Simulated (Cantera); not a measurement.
**Low-pressure radical oxidation in H2/O2**

An isothermal, constant-pressure homogeneous reactor starts with 10.7 % H₂, 89.3 % O₂, equivalence ratio 0.060, at 900 K and 1500 Pa.

Detailed kinetics in Cantera: the H2/O2 subset of GRI-Mech 3.0, which has no nitrogen chemistry. Radical loss at walls, strong at low pressure, is not modelled. Below about 950 K walls govern HO2 and H2O2 in real vessels. The temperature is held fixed by assumption; the heat of reaction is taken as removed at once.

```
t (s)         x H₂   x O₂     x H₂O       x O    x H₂O₂
--------  --------  -----  --------  --------  --------
2.00e-6      0.107  0.893    <1e-12    <1e-12    <1e-12
1.14e-5      0.107  0.893    <1e-12    <1e-12    <1e-12
6.45e-5      0.107  0.893    <1e-12    <1e-12    <1e-12
0.000367     0.107  0.893  1.06e-11  9.01e-12    <1e-12
0.00208      0.107  0.893   4.20e-9   1.73e-9    <1e-12
0.0118      0.0110  0.867    0.0873    0.0111   4.30e-7
0.0672    0.000218  0.887     0.113  0.000182   1.87e-7
0.382      1.42e-5  0.887     0.113   8.98e-6   5.80e-8
2.17       3.98e-7  0.887     0.113   5.31e-7   1.38e-8
12.3       5.94e-9  0.887     0.113   4.96e-8   3.16e-9
70.0      5.34e-10  0.887     0.113   6.87e-9  7.64e-10
```
x: mole fraction; the columns are a selection and need not sum to one.

Equilibrium at this temperature and pressure: H₂ 3.16e-12, O₂ 0.887, H₂O 0.113, O 4.17e-11, H₂O₂ 8.89e-12 (gas phase only).
